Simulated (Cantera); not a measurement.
Charge: 1 mol C₃H₈, 0.11 mol NH₃, 27 mol H₂, held at 2800 K.

These are equilibrium values from Cantera (NASA tables, ideal gas, pure condensed phases), not measurements of a reactor. Candidate condensed phases: C, C₆H₆, C₇H₈, C₈H₁₈; 92 gas species. The ideal-gas law is rough above about 30 bar. Kinetics and transport are ignored.

Question: Which condensed phases are stable at each of these points (P (Pa)): 10, 46, 220, 1000, 4600, 22000, 100000, 460000, 2200000, 10000000?

Answer: 
```json
[
 {"P (Pa)": "10", "condensed phases": "gas only", "C condensed (%)": "0.0"},
 {"P (Pa)": "46", "condensed phases": "gas only", "C condensed (%)": "0.0"},
 {"P (Pa)": "220", "condensed phases": "gas only", "C condensed (%)": "0.0"},
 {"P (Pa)": "1000", "condensed phases": "C(graphite)", "C condensed (%)": "31.8"},
 {"P (Pa)": "4600", "condensed phases": "C(graphite)", "C condensed (%)": "34.7"},
 {"P (Pa)": "22000", "condensed phases": "C(graphite)", "C condensed (%)": "31.8"},
 {"P (Pa)": "100000", "condensed phases": "C(graphite)", "C condensed (%)": "29.8"},
 {"P (Pa)": "460000", "condensed phases": "C(graphite)", "C condensed (%)": "28.2"},
 {"P (Pa)": "2200000", "condensed phases": "C(graphite)", "C condensed (%)": "25.5"},
 {"P (Pa)": "10000000", "condensed phases": "C(graphite)", "C condensed (%)": "16.7"}
]
```

From 10.0 Pa to 220 Pa nothing is condensed. From 1000 Pa to 1.00e7 Pa the condensed part is C(graphite).
